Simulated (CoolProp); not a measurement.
Vapour-liquid equilibrium of R227EA (1) + n-butane (2) at 57.4 kPa; x and y are mole fractions of (1).

Model: multi-fluid Helmholtz-energy mixture model, Lemmon 2016 and Bücker 2006; pair parameters Bell 2016, in CoolProp.

| x | bubble temperature (°C) | y at the bubble point | dew temperature at overall composition x (°C) | liquid density (mol/L) |
|---|---|---|---|---|
| 0.05 | -24.1 | 0.371 | -15.7 | 10.65 |
| 0.2 | -32.2 | 0.608 | -19.3 | 10.46 |
| 0.35 | -33.2 | 0.636 | -23.5 | 10.18 |
| 0.5 | -33.2 | 0.637 | -28.3 | 9.937 |
| 0.65 | -33.2 | 0.647 | -33.2 | 9.734 |
| 0.8 | -32.9 | 0.699 | -31.6 | 9.567 |
| 0.95 | -30.6 | 0.874 | -29.5 | 9.399 |

y crosses x between x = 0.5 and 0.65: the model has an azeotrope there.

The pair parameters rest on a limited set of measurements; away from them the model extrapolates. With so large a gap from Raoult's law the liquid may split in two, which this calculation doesn't test in full.
